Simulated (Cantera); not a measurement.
**Hydrocarbon pyrolysis for carbon deposition**

A perfectly stirred reactor is fed with CH4 : H2 = 1 : 1.3 (molar parts), at 128 Torr; it is held at 1600 K, and followed from long to short residence time.

Computed with Cantera and GRI-Mech 3.0 (53 species, 325 reactions). GRI-Mech 3.0 stops at C3 and has no aromatics, soot or wall deposition, so with more carbon than oxygen in the feed, carbon stays in small species such as C2H2 where larger ones or solid carbon would form.

```tsv
τ (s)	x CH4	x H2	x CH2	x C2H4	x C2H6	x CH3	x C2H
0.40	0.210	0.711	4.00e-8	0.00226	8.71e-5	0.000451	2.72e-8
0.19	0.272	0.670	4.70e-8	0.00261	0.000138	0.000559	1.85e-8
0.086	0.333	0.630	5.34e-8	0.00302	0.000197	0.000660	1.07e-8
0.040	0.378	0.601	5.72e-8	0.00318	0.000243	0.000729	5.37e-9
0.019	0.406	0.583	5.78e-8	0.00288	0.000265	0.000759	2.26e-9
0.0087	0.422	0.573	5.44e-8	0.00208	0.000257	0.000749	6.89e-10
0.0040	0.429	0.568	4.54e-8	0.00110	0.000212	0.000687	1.40e-10
0.0019	0.433	0.566	3.11e-8	0.000404	0.000136	0.000566	1.72e-11
0.00087	0.434	0.565	1.49e-8	8.49e-5	5.47e-5	0.000387	<1e-12
0.00040	0.434	0.565	4.91e-9	1.16e-5	1.28e-5	0.000220	<1e-12
```
x: mole fraction; the columns are a selection and need not sum to one.
